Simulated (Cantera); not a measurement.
An isothermal, constant-pressure homogeneous reactor starts with 28.6 % H₂, 15.9 % O₂, 55.6 % N₂, equivalence ratio 0.90, at 975 K and 15000 Pa.

Detailed kinetics in Cantera: the H2/O2 subset of GRI-Mech 3.0, which has no nitrogen chemistry. The temperature is held fixed by assumption; the heat of reaction is taken as removed at once.

One state of this run: x H₂ = 0.00257; x O₂ = 0.0198; x H = 0.000240; x O = 7.58e-5; x H₂O = 0.330; x HO₂ = 7.87e-6; x H₂O₂ = 1.20e-6. x: mole fraction; the columns are a selection and need not sum to one.

Task: Which value of t (s) does it belong to?
A) 0.0176
B) 2.00e-6
C) 0.00643
D) 0.0484

Result: C, 0.00643
